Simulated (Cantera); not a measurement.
Charge: 1 mol Si2Cl6, 0.0078 mol Cl2, 53 mol H2, held at 1048 K and 1.20 bar.

Cantera equilibrium calculation (NASA polynomials, part measured and part estimated; ideal gas, pure solids and liquids). Candidate condensed phases: Si; 19 gas species. The feed counts by its element totals alone. The tables' values for SiCl3 are old estimates; treat these amounts as uncertain. Equilibrium is a limit: real reactors are often held back by kinetics, nucleation or transport.

Base state: H2 0.960, SiCl4 0.0139, SiHCl3 0.0134, HCl 0.0102, SiH2Cl2 0.00147, SiCl3 0.000391, SiCl2 0.000201, SiH3Cl 4.19e-5 (mole fractions); condensed: Si(s).

**Question.** What changes in the equilibrium state with this change: Si2Cl6 replaced by Si3H8?

**Answer.** 
| species | before | after |
|---|---|---|
| H2 | 0.960 | 1.000 |
| HCl | 0.0102 | 0.000269 |
| SiH3Cl | 4.19e-5 | 1.15e-6 |
| SiCl4 | 0.0139 | 6.26e-9 |
| SiHCl3 | 0.0134 | 2.38e-7 |
| SiCl3 | 0.000391 | 6.80e-9 |
| SiCl2 | 0.000201 | 1.35e-7 |
| SiH2Cl2 | 0.00147 | 1.03e-6 |
| Si(s), mol | 0.400 | 3.00 |
